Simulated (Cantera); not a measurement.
A closed system holds: 1 mol Si2Cl6, 0.28 mol HCl, 4.3 mol N2, held at 1273 K and 45.8 Torr.

These are equilibrium values from Cantera (NASA tables, ideal gas, pure condensed phases), not measurements of a reactor. The feed counts by its element totals alone. N2 is the only nitrogen source here; it is nearly inert below about 1500 K, so the nitride shown seldom forms there in practice. The tables' values for SiCl3 are old estimates; treat these amounts as uncertain. The numbers say what is thermodynamically allowed, not how fast it happens.

```csv
species,before,after
N2,0.689,0.963
SiCl4,0.254,0.0290
HCl,0.0461,0.00556
SiHCl3,0.000238,8.68e-6
H2,0.00108,4.17e-5
SiCl3,0.00793,0.00147
SiCl2,0.00162,0.000491
"Si3N4(s), mol",0.160,0.156
```
Gas species are given as mole fractions.

Which change was made?
A) N2 from 4.3 to 48 mol
B) temperature from 1273 K to 1150 K
C) Si2Cl6 replaced by SiHCl3
D) temperature from 1273 K to 950 K

A, N2 from 4.3 to 48 mol
